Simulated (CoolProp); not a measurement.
Saturation properties of n-dodecane (Tc = 658.1 K, pc = 1818 kPa, ω = 0.574).

The numbers come from the reference Helmholtz-energy equation of state, Lemmon 2004 in CoolProp. It is a short technical equation, of lower accuracy than the large ones.

| T (K) | p (kPa) | liquid density (kg/m³) | enthalpy of vaporisation (kJ/kg) | liquid cp (kJ/(kg K)) | surface tension (mN/m) | vapour viscosity (µPa s) |
|---|---|---|---|---|---|---|
| 347.6 | 0.5389 | ? | 334.0 | 2.388 | 20.6 | 5.18 |
| 368.7 | 1.636 | 693.2 | 322.9 | 2.469 | 18.9 | 5.52 |
| 389.9 | 4.291 | 677.1 | 311.7 | 2.554 | ? | 5.86 |
| 411.1 | 9.924 | 660.6 | 300.6 | 2.639 | 15.5 | 6.19 |
| 432.3 | 20.69 | 643.6 | 289.2 | 2.726 | 13.9 | 6.53 |
| 453.5 | 39.57 | 625.9 | 277.5 | 2.813 | 12.4 | 6.86 |
| 474.6 | 70.21 | 607.5 | 265.2 | 2.901 | ? | 7.18 |
| 495.8 | ? | 588.0 | 252.1 | 2.991 | 9.37 | ? |
| 517 | 187.1 | 567.2 | 237.9 | ? | 7.95 | 7.84 |
| 538.2 | ? | 544.7 | 222.4 | 3.181 | 6.56 | 8.18 |
| 559.4 | 419.2 | 520.0 | 205.0 | 3.287 | 5.22 | 8.55 |

Question: What belongs in the gaps?

Answer: 
- 347.6, liquid density (kg/m³): 709.0
- 389.9, surface tension (mN/m): 17.2
- 474.6, surface tension (mN/m): 10.8
- 495.8, p (kPa): 117.6
- 495.8, vapour viscosity (µPa s): 7.51
- 517, liquid cp (kJ/(kg K)): 3.084
- 538.2, p (kPa): 285.2

It boils at 489.4 K under 1 atm.

Viscosity comes from a separate model (Huber 2004). Surface tension comes from a separate correlation (Mulero 2012).
